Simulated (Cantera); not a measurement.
An isothermal, constant-pressure homogeneous reactor starts with 4.02 % CH4, 95.8 % H2, 0.192 % N2, at 1423 K and 20.0 Torr.

Cantera simulation using GRI-Mech 3.0 (53 species, 325 reactions); the numbers are that mechanism's predictions, not measurements. GRI-Mech 3.0 stops at C3 and has no aromatics, soot or wall deposition, so with more carbon than oxygen in the feed, carbon stays in small species such as C2H2 where larger ones or solid carbon would form. Radical loss at walls, strong at low pressure, is not modelled.

Predict: x(CH4) at 40.0 s; x(H2) at 40.0 s; x(C2H2) at 40.0 s; x(H) at 40.0 s; x(C2H4) at 40.0 s.


* **x(CH4) at 40.0 s**: 0.0334 (gas-phase equilibrium 0.00642)
* **x(H2) at 40.0 s**: 0.961 (gas-phase equilibrium 0.975)
* **x(C2H2) at 40.0 s**: 0.00320 (gas-phase equilibrium 0.0151)
* **x(H) at 40.0 s**: 3.29e-5 (gas-phase equilibrium 4.05e-5)
* **x(C2H4) at 40.0 s**: 6.99e-5 (gas-phase equilibrium 0.000250)
